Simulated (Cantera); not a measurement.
Hydrocarbon pyrolysis for carbon deposition

An isothermal, constant-pressure homogeneous reactor starts with C₂H₆ : N₂ = 1 : 0.55 (molar parts), at 1225 K and 10.00 Torr.

Model: GRI-Mech 3.0 (53 species, 325 reactions), integrated in Cantera. GRI-Mech 3.0 stops at C3 and has no aromatics, soot or wall deposition, so with more carbon than oxygen in the feed, carbon stays in small species such as C2H2 where larger ones or solid carbon would form. Radical loss at walls, strong at low pressure, is not modelled.

```csv
t (s),x C₂H₆,x HCN,x C₂H,x H₂,x C₂H₄,x CH₄
8.00e-6,0.645,<1e-12,<1e-12,6.12e-10,4.06e-10,2.56e-8
3.05e-5,0.645,<1e-12,<1e-12,1.85e-8,2.13e-8,3.69e-7
0.000117,0.645,<1e-12,<1e-12,1.05e-6,1.13e-6,5.12e-6
0.000445,0.645,<1e-12,<1e-12,5.34e-5,5.45e-5,6.28e-5
0.00170,0.641,2.52e-12,<1e-12,0.00175,0.00181,0.000568
0.00648,0.602,3.05e-11,1.43e-11,0.0213,0.0230,0.00507
0.0247,0.449,6.58e-11,8.42e-11,0.0978,0.106,0.0266
0.0943,0.159,8.28e-11,3.27e-10,0.238,0.249,0.0803
0.360,0.00866,8.69e-11,5.63e-10,0.327,0.278,0.114
1.37,0.000402,8.41e-11,2.22e-10,0.357,0.232,0.111
5.24,9.22e-5,8.07e-11,1.57e-10,0.384,0.181,0.107
20.0,5.14e-5,7.47e-11,2.18e-10,0.431,0.0892,0.0992
```
x: mole fraction; the columns are a selection and need not sum to one.

Equilibrium at this temperature and pressure: C₂H₆ 9.01e-6, HCN 0.0643, C₂H 2.02e-10, H₂ 0.492, C₂H₄ 0.0121, CH₄ 0.0703 (gas phase only).
